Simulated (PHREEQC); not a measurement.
A solution holds 110 mmol/kgw HF, 0.099 mmol/kgw NaF, 0.061 mmol/kgw (NH4)2SiF6 and 0.55 mmol/kgw H2SO4, at 38 °C. Closed to the air; pH follows from the charge balance.

Model: ion-association model, phreeqc.dat, run in PHREEQC.

Each row changes one thing in this solution. Precipitation was switched off in this run.

```tsv
case	pH	ionic strength (mol/kgw)	F- (mol/kgw)	SO4-2 (mol/kgw)	HSO4- (mol/kgw)	NH4SO4- (mol/kgw)	SI of Quartz (SiO2)
as made	2.05	0.0104	0.00645	0.000296	0.000254	3.03e-7	-8.66
temperature from 38 to 45 °C	2.07	0.00984	0.00600	0.000280	0.000270	2.88e-7	(withheld)
0.0033 mol/kgw H3PO4 added	2.02	0.0112	0.00605	0.000287	0.000262	2.90e-7	-8.62
temperature from 38 to 25 °C	2.00	0.0115	0.00736	0.000324	0.000226	3.28e-7	(withheld)
temperature from 38 to 15 °C	1.98	0.0123	0.00813	0.000342	0.000207	3.45e-7	-10.13
```

### Question
Some entries are withheld; supply them.

### Answer

- temperature from 38 to 45 °C, SI of Quartz (SiO2): -8.22
- temperature from 38 to 25 °C, SI of Quartz (SiO2): -9.49

Complexes and solids missing from the database can't appear. At this temperature some constants are extrapolated from 25 °C, and those without enthalpy data are left unchanged. SiF6-2 is the database's only silicon fluoride.
